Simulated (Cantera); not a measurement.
An adiabatic, constant-volume homogeneous reactor starts with CH4 : CO : O2 : N2 = 1 : 0.41 : 4.59 : 17.3 (molar parts), at 1348 K and 5.00 bar. Integrator tolerance rtol = 1e-08.

Cantera simulation using GRI-Mech 3.0 (53 species, 325 reactions); the numbers are that mechanism's predictions, not measurements.

Problem. What does this change do: CH4 1 to 2.2 parts?

Solution. 
```csv
quantity,before,after
time of steepest temperature rise,1.18 ms,1.74 ms
temperature at 0.100 s,2527 K,2992 K
equilibrium temperature,2527 K,2992 K
x(CH4) at 0.100 s,<1e-12 (gas-phase equilibrium <1e-12),<1e-12 (gas-phase equilibrium <1e-12)
x(CO) at 0.100 s,0.00265 (gas-phase equilibrium 0.00265),0.0437 (gas-phase equilibrium 0.0437)
x(O2) at 0.100 s,0.0941 (gas-phase equilibrium 0.0941),0.0170 (gas-phase equilibrium 0.0170)
x(H2) at 0.100 s,0.000598 (gas-phase equilibrium 0.000598),0.0147 (gas-phase equilibrium 0.0147)
x(C2H6) at 0.100 s,<1e-12 (gas-phase equilibrium <1e-12),<1e-12 (gas-phase equilibrium <1e-12)
```
